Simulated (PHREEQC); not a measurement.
Solution (25 °C): 39 mmol/kgw CuCl2, 0.39 mmol/kgw HBF4 and 42 mmol/kgw Na2SO4. Closed to the air; pH follows from the charge balance.

Computed with PHREEQC (ion-association model, phreeqc.dat).

Task: The ionic strength comes out as 0.183 mol/kgw. What activity coefficients do SO4-2, CuCl+, BF4-, HF2-, BF3OH- get?

Result: SO4-2 0.30, CuCl+ 0.72, BF4- 0.75, HF2- 0.75, BF3OH- 0.75.

Precipitation was switched off in this run. Species that the database lacks are ignored. Real BF4- forms and hydrolyses slowly; the run takes it at equilibrium.
